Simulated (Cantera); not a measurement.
**Adiabatic ignition**

An adiabatic, constant-volume homogeneous reactor starts with CO : H2 : CH4 : O2 : N2 = 1 : 0.24 : 0.98 : 3.04 : 11.4 (molar parts), equivalence ratio 0.85, at 1750 K and 1.00 bar.

Computed with Cantera and GRI-Mech 3.0 (53 species, 325 reactions).

| t (s) | T (K) | P (bar) | x CO | x H2 | x CH4 | x HCN | x O | x H |
|---|---|---|---|---|---|---|---|---|
| 1.00e-6 | 1750 | 1.000 | 0.0600 | 0.0144 | 0.0588 | <1e-12 | 2.92e-7 | 4.87e-7 |
| 3.36e-6 | 1750 | 1.000 | 0.0600 | 0.0144 | 0.0588 | <1e-12 | 5.08e-7 | 7.44e-7 |
| 1.13e-5 | 1750 | 1.000 | 0.0600 | 0.0144 | 0.0587 | <1e-12 | 1.14e-6 | 1.63e-6 |
| 3.80e-5 | 1751 | 1.00 | 0.0600 | 0.0143 | 0.0579 | 3.63e-12 | 7.27e-6 | 1.17e-5 |
| 0.000128 | 2776 | 1.63 | 0.0596 | 0.0141 | <1e-12 | 2.04e-10 | 0.0192 | 0.0155 |
| 0.000429 | 2917 | 1.70 | 0.0549 | 0.0122 | <1e-12 | 1.40e-9 | 0.0139 | 0.0104 |
| 0.00144 | 2909 | 1.69 | 0.0550 | 0.0123 | <1e-12 | 2.10e-9 | 0.0130 | 0.0102 |
| 0.00485 | 2909 | 1.69 | 0.0550 | 0.0123 | <1e-12 | 2.14e-9 | 0.0129 | 0.0102 |
| 0.0163 | 2909 | 1.69 | 0.0550 | 0.0123 | <1e-12 | 2.14e-9 | 0.0129 | 0.0102 |
| 0.0548 | 2909 | 1.69 | 0.0550 | 0.0123 | <1e-12 | 2.14e-9 | 0.0129 | 0.0102 |
| 0.184 | 2909 | 1.69 | 0.0550 | 0.0123 | <1e-12 | 2.14e-9 | 0.0129 | 0.0102 |
| 0.619 | 2909 | 1.69 | 0.0550 | 0.0123 | <1e-12 | 2.14e-9 | 0.0129 | 0.0102 |
| 2.08 | 2909 | 1.69 | 0.0550 | 0.0123 | <1e-12 | 2.14e-9 | 0.0129 | 0.0102 |
| 7.00 | 2909 | 1.69 | 0.0550 | 0.0123 | <1e-12 | 2.14e-9 | 0.0129 | 0.0102 |
x: mole fraction; the columns are a selection and need not sum to one.

| Property | Value |
|---|---|
| time of steepest temperature rise | 87.9 µs |
| temperature at 7.00 s | 2909 K |
| equilibrium temperature | 2909 K |
| x(CO) at 7.00 s | 0.0550 (gas-phase equilibrium 0.0550) |
| x(H2) at 7.00 s | 0.0123 (gas-phase equilibrium 0.0123) |
| x(CH4) at 7.00 s | <1e-12 (gas-phase equilibrium <1e-12) |
